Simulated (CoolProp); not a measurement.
Properties of sulfur hexafluoride along the isobar 0.559 MPa.

Values from CoolProp's reference Helmholtz-energy equation of state, Guder 2009.

```csv
T (°C),phase,Joule-Thomson coefficient (K/MPa),viscosity (µPa s),conductivity (mW/(m K))
39.15,gas,8.685,16.0,[?]
60.65,gas,7.125,17.0,16.0
82.25,gas,[?],17.9,[?]
103.75,gas,5.083,18.9,[?]
125.35,gas,4.384,19.8,20.9
146.85,gas,3.823,20.7,22.5
168.45,gas,3.361,21.6,24.1
189.95,gas,[?],22.5,25.6
211.55,gas,2.654,23.3,27.1
233.15,gas,2.377,[?],28.6
254.65,gas,2.140,25.0,30.1
276.25,gas,1.932,[?],31.5
297.75,gas,1.751,26.7,[?]
```

Task: Fill in the missing entries.

Result: 
- 39.15, conductivity (mW/(m K)): 14.3
- 82.25, Joule-Thomson coefficient (K/MPa): 5.966
- 82.25, conductivity (mW/(m K)): 17.6
- 103.75, conductivity (mW/(m K)): 19.3
- 189.95, Joule-Thomson coefficient (K/MPa): 2.978
- 233.15, viscosity (µPa s): 24.2
- 276.25, viscosity (µPa s): 25.9
- 297.75, conductivity (mW/(m K)): 32.9

Viscosity comes from a separate model (Quiñones-Cisneros 2012). Thermal conductivity comes from a separate model (Assael 2012).
